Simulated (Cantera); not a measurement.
# Adiabatic ignition

An adiabatic, constant-pressure homogeneous reactor starts with C3H8 : O2 : N2 : CO2 = 1 : 6.49 : 63 : 9.4 (molar parts), at 1100 K and 1.68 atm.

Model: GRI-Mech 3.0 (53 species, 325 reactions), integrated in Cantera.

```
t (s)     T (K)   x C3H8    x O2  x CO2     x NO    x C2H6
--------  -----  -------  ------  -----  -------  --------
7.00e-6    1100   0.0125  0.0812  0.118   <1e-12    <1e-12
1.52e-5    1100   0.0125  0.0812  0.118   <1e-12  2.21e-12
3.31e-5    1100   0.0125  0.0812  0.118   <1e-12  2.44e-11
7.19e-5    1100   0.0125  0.0812  0.118   <1e-12  2.65e-10
0.000156   1100   0.0125  0.0812  0.118   <1e-12   2.86e-9
0.000340   1100   0.0125  0.0812  0.118   <1e-12   3.23e-8
0.000738   1100   0.0125  0.0812  0.118   <1e-12   3.87e-7
0.00161    1100   0.0125  0.0812  0.118   <1e-12   3.18e-6
0.00349    1100   0.0125  0.0812  0.118   <1e-12   1.13e-5
0.00758    1100   0.0124  0.0812  0.118   <1e-12   2.93e-5
0.0165     1100   0.0122  0.0811  0.118   <1e-12   7.00e-5
0.0358     1101   0.0116  0.0808  0.118   <1e-12  0.000169
0.0779     1109  0.00833  0.0785  0.117   <1e-12  0.000563
0.169      1753   <1e-12  0.0184  0.153  6.59e-6    <1e-12
0.368      1753   <1e-12  0.0184  0.153  7.99e-6    <1e-12
0.800      1753   <1e-12  0.0184  0.153  1.10e-5    <1e-12
```
x: mole fraction; the columns are a selection and need not sum to one.

```
Item                                                              Result
---------------------------------  -------------------------------------
time of steepest temperature rise                                82.0 ms
temperature at 0.800 s                                            1753 K
equilibrium temperature                                           1750 K
x(C3H8) at 0.800 s                 <1e-12 (gas-phase equilibrium <1e-12)
x(O2) at 0.800 s                   0.0184 (gas-phase equilibrium 0.0179)
x(CO2) at 0.800 s                    0.153 (gas-phase equilibrium 0.153)
```
